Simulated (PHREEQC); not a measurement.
0.098 g of hydrous ferric oxide (600 m²/g; 0.2 weak and 0.005 strong sites per Fe, Dzombak-Morel constants, diffuse double layer) in 1 kg of water with 0.05 mol/kgw of an inert sodium salt and 1.2e-05 mol/kgw NaF and 5e-05 mol/kgw NaH2PO4, at 25 °C; the pH is set by adding NaOH or the inert anion's acid. Oxygen alone is held at its pressure in air (log pO2 = -0.68). The system is closed to CO2. Precipitation was switched off in this run.

Computed with PHREEQC (ion-association model, wateq4f.dat).

```
pH   F sorbed (%)  P sorbed (%)  surface charge σ (C/m²)  surface potential ψ (mV)
---  ------------  ------------  -----------------------  ------------------------
4            40.1         100.0                    0.189                       137
4.5          33.0         100.0                    0.152                       126
5            23.2         100.0                    0.114                       112
5.5          13.6          99.9                    0.079                        94
6             6.7          99.9                    0.050                        72
6.5           2.8          99.7                    0.029                        49
7             1.1          99.0                    0.012                        24
7.5           0.4          95.2                   -0.001                        -1
8             0.2          80.8                   -0.012                       -23
8.5           0.1          53.8                   -0.022                       -39
9             0.1          25.8                   -0.033                       -54
9.5           0.0           7.7                   -0.049                       -71
10            0.0           1.6                   -0.075                       -91
```

H3PO4, which wateq4f.dat lacks, is added to it with the constant of phreeqc.dat.
